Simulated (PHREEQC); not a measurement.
Consider water at 25 °C with 0.24 mol Cu(NO3)2, 0.0011 mol H2SO4 and 0.025 mol Na2SO4 per kg of water. Closed to the air; pH follows from the charge balance.

All values are PHREEQC results (ion-association model, wateq4f.dat), not measurements.

Each row changes one thing in this solution. No solid was allowed to form.

| case | pH | ionic strength (mol/kgw) | Cu+2 (mol/kgw) | CuSO4 (mol/kgw) | SO4-2 (mol/kgw) | NaSO4- (mol/kgw) | SI of Chalcanthite (CuSO4:5H2O) | SI of Tenorite (CuO) |
|---|---|---|---|---|---|---|---|---|
| as made | 2.86 | 0.736 | 0.225 | 0.0152 | 0.0100 | 0.000461 | -1.44 | -3.20 |
| Cu(NO3)2 from 0.24 to 0.024 mol/kgw | 2.95 | (withheld) | 0.0166 | 0.00739 | 0.0165 | 0.00141 | -1.79 | -3.92 |
| H2SO4 from 0.0011 to 0.011 mol/kgw | 1.88 | 0.744 | 0.222 | 0.0185 | 0.0125 | 0.000571 | -1.36 | (withheld) |
| temperature from 25 to 85 °C | (withheld) | 0.736 | 0.225 | 0.0148 | 0.00980 | 0.000507 | -1.78 | -1.07 |
| H2SO4 from 0.0011 to 0.00165 mol/kgw | 2.69 | 0.736 | 0.225 | 0.0155 | 0.0102 | 0.000467 | -1.44 | (withheld) |

What belongs in the gaps?


- Cu(NO3)2 from 0.24 to 0.024 mol/kgw, ionic strength (mol/kgw): 0.116
- H2SO4 from 0.0011 to 0.011 mol/kgw, SI of Tenorite (CuO): -5.18
- temperature from 25 to 85 °C, pH: 3.03
- H2SO4 from 0.0011 to 0.00165 mol/kgw, SI of Tenorite (CuO): -3.55

The ionic strength passes 0.7 mol/kgw, the rough limit of the ion-association models, in as made; H2SO4 from 0.0011 to 0.011 mol/kgw; temperature from 25 to 85 °C; H2SO4 from 0.0011 to 0.00165 mol/kgw. Constants without temperature data keep their 25 °C values here.
